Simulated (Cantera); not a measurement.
A closed system holds: 1 mol Pb, 1.1 mol H₂, 2.3 mol O₂, held at 1348.15 K and 6100 Pa.

Method: chemical equilibrium by Gibbs-energy minimisation in Cantera with the NASA 1993 tables (ideal gas, pure condensed phases). Candidate condensed phases: H₂O, Pb, PbO, PbO₂, Pb₃O₄; 12 gas species. Gases not in the tables: (PbO)n polymers. Equilibrium is a limit: real reactors are often held back by kinetics, nucleation or transport.

Base state: O₂ 0.523, H₂O 0.460, PbO 0.0165, Pb 0.000146, OH 9.75e-5 (mole fractions); condensed: PbO(l).

Question: What changes in the equilibrium state with this change: H₂ from 1.1 to 15 mol?

Answer: 
| species | before | after |
|---|---|---|
| H₂ | 5.10e-7 | 0.650 |
| H₂O | 0.460 | 0.287 |
| Pb | 0.000146 | 0.0625 |
| O₂ | 0.523 | <1e-9 |
| PbO | 0.0165 | 3.46e-6 |
| OH | 9.75e-5 | 5.39e-8 |
| PbO(l), mol | 0.960 | 0 |

Question: What changes in the equilibrium state with this change: temperature from 1348.15 K to 748 K?

Answer: 
```
species          before  after
-------------  --------  -----
O₂                0.523  0.532
H₂O               0.460  0.468
PbO              0.0165  <1e-9
Pb             0.000146  <1e-9
OH              9.75e-5  <1e-9
PbO(l), mol       0.960      0
PbO(red), mol         0   1.00
```
